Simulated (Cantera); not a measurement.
What does this Cantera script print?

```python
import numpy as np
import cantera as ct

gas_names = """
    H HO2 H2 H2O H2O2 O OH O2 O3 Si SiH SiH2 SiH3 SiH4 SiO SiO2 Si2 Si3
""".split()
cond_names = """
    H2O(s) H2O(L) Si(cr) Si(L) SiO2(Lqz) SiO2(hqz) SiO2(L)
""".split()


# ... load() reads the species with a 1 bar reference pressure and builds the phases ...
atoms = {
    'Si': {'Si': 1},
    'O2': {'O': 2},
    'H2': {'H': 2},
}
top_T = {}  # K; cautious upper limits of use, not melting points


# ... equilibrate(T, P, feed) seeds the gas with the atoms and calls Mixture.equilibrate('TP', solver="vcs", rtol=1e-11, max_steps=5000) ...
results = []
feed = {'Si': 1, 'O2': 0.92, 'H2': 42}  # mol
T = 1648.15  # K
P = 133.322  # Pa
mix = equilibrate(T, P, feed)
results.append((T, P, feed, dict(zip(mix.species_names, mix.species_moles))))
x = sorted(zip(gas.X, gas.species_names), reverse=True)
print(f"T = {T:g} K  P = {P:g} Pa  gas = {mix.phase_moles(0):.4g} mol")
print("   x: " + "  ".join(f"{s} {v:.3e}" for v, s in x if v > 0.001))
print("   condensed (mol): " + ("  ".join(f"{mix.phase(i).name} {mix.phase_moles(i):.4g}"
      for i in range(1, mix.n_phases) if mix.phase_moles(i) > 1e-12) or "none"))
```

Output:

```
T = 1648.15 K  P = 133.322 Pa  gas = 42.47 mol
   x: H2 9.814e-01  SiO 9.955e-03  H2O 6.187e-03  H 2.420e-03
   condensed (mol): SiO2(hqz) 0.5772
```

These are equilibrium values from Cantera (NASA tables, ideal gas, pure condensed phases), not measurements of a reactor. The tables hold silica as quartz up to 1696 K and as liquid above; real silica turns to tridymite and cristobalite and melts near 1996 K.
